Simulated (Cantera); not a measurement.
A Cantera script and its output.

```python
import numpy as np
import cantera as ct

gas = ct.Solution("gri30.yaml")
gas.TPX = 1223, 500000, {'CH3OH': 1, 'O2': 0.6, 'N2': 5.22}
reactor = ct.IdealGasConstPressureReactor(gas, energy="on", clone=False)
net = ct.ReactorNet([reactor])
net.rtol, net.atol = 1e-08, 1e-16
show = ['CH3OH', 'O2', 'C2H', 'OH', 'O', 'CO2']
times = np.geomspace(5e-06, 4, 13)

steps = ct.SolutionArray(gas, extra=["t"])
rows = []
print(f"{'t/s':>10s}{'T/K':>9s}{'P/Pa':>11s}" + "".join(f"{s:>11s}" for s in show))
for t in times:
    while net.time < t:
        t_next = net.step()
        steps.append(gas.state, t=t_next)
    rows.append([np.interp(t, steps.t, y) for y in (steps.T, steps.P, *steps(*show).X.T)])
    print(f"{t:10.3e}{rows[-1][0]:9.1f}{rows[-1][1]:11.4g}" + "".join(f"{x:11.3e}" for x in rows[-1][2:]))
rate = np.gradient(steps.T, steps.t)
print("integrator steps:", len(steps.t))
if steps.T.max() > steps.T[0] + 200:
    print(f"time of steepest temperature rise: {steps.t[rate.argmax()]:.4e} s")
gas.TPX = 1223, 500000, {'CH3OH': 1, 'O2': 0.6, 'N2': 5.22}
gas.equilibrate("HP")
print(f"equilibrium (HP): T = {gas.T:.1f} K  " + "  ".join(f"{s} {gas[s].X[0]:.3e}" for s in show))
```

Result:

```
       t/s      T/K       P/Pa      CH3OH         O2        C2H         OH          O        CO2
 5.000e-06   1223.0      5e+05  1.466e-01  8.798e-02  2.436e-26  4.455e-10  5.275e-11  2.307e-08
 1.552e-05   1223.0      5e+05  1.466e-01  8.798e-02  7.709e-26  4.496e-10  5.356e-11  7.193e-08
 4.817e-05   1223.0      5e+05  1.466e-01  8.797e-02  2.500e-25  4.681e-10  5.421e-11  2.236e-07
 1.495e-04   1223.0      5e+05  1.466e-01  8.796e-02  1.192e-24  7.221e-10  5.799e-11  6.945e-07
 4.642e-04   1223.1      5e+05  1.465e-01  8.792e-02  1.741e-23  3.413e-09  8.976e-11  2.163e-06
 1.441e-03   1230.0      5e+05  1.415e-01  8.568e-02  6.255e-21  3.014e-07  3.353e-09  1.218e-05
 4.472e-03   1883.9      5e+05  7.831e-11  3.546e-09  4.284e-12  1.002e-05  7.805e-09  2.383e-02
 1.388e-02   1884.0      5e+05  5.940e-11  2.671e-09  1.899e-12  8.815e-06  6.046e-09  2.382e-02
 4.309e-02   1884.0      5e+05  2.628e-11  2.670e-09  2.342e-13  8.814e-06  6.045e-09  2.382e-02
 1.337e-01   1884.0      5e+05  3.416e-12  2.671e-09  3.691e-16  8.815e-06  6.046e-09  2.382e-02
 4.152e-01   1884.0      5e+05  2.736e-12  2.671e-09  3.427e-18  8.815e-06  6.046e-09  2.382e-02
 1.289e+00   1884.0      5e+05  2.736e-12  2.671e-09  3.426e-18  8.815e-06  6.046e-09  2.382e-02
 4.000e+00   1884.0      5e+05  2.736e-12  2.671e-09  3.427e-18  8.815e-06  6.046e-09  2.382e-02
integrator steps: 2355
time of steepest temperature rise: 1.6835e-03 s
equilibrium (HP): T = 1884.0 K  CH3OH 2.780e-12  O2 2.671e-09  C2H 3.861e-18  OH 8.815e-06  O 6.046e-09  CO2 2.382e-02
```

Model: GRI-Mech 3.0 (53 species, 325 reactions), integrated in Cantera. GRI-Mech 3.0 was tuned for natural gas; its chemistry of methanol as a main component is partial and can be far from experiment.
